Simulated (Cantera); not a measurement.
Equilibrium for iron carbonyl, mercury and lead vapours: Pb + H₂

Feed: 1 mol Pb, 1.2 mol H₂, equilibrated at 0.00133 bar.

These are equilibrium values from Cantera (NASA tables, ideal gas, pure condensed phases), not measurements of a reactor. Candidate condensed phases: Pb; 4 gas species. Rates play no part.

At 498 K the condensed part is Pb(s). From 648 K to 1098 K the condensed part is Pb(l). From 1248 K to 1548 K nothing is condensed.

```tsv
T (K)	log p H₂	log p Pb	log p H	log p Pb₂	n Pb(s)	n Pb(l)
498	-2.88	-14.74	<-14	<-14	1.00	0
648	-2.88	-10.08	<-14	<-14	0	1.00
798	-2.88	-7.24	-13.01	-14.40	0	1.000
948	-2.88	-5.32	-10.72	-11.18	0	0.996
1098	-2.91	-3.93	-9.06	-8.86	0	0.885
1248	-3.14	-3.22	-7.90	-7.77	0	0
1398	-3.14	-3.22	-6.89	-8.05	0	0
1548	-3.14	-3.22	-6.08	-8.27	0	0
```
log p: log10 of the partial pressure in bar; n: condensed amount in mol.
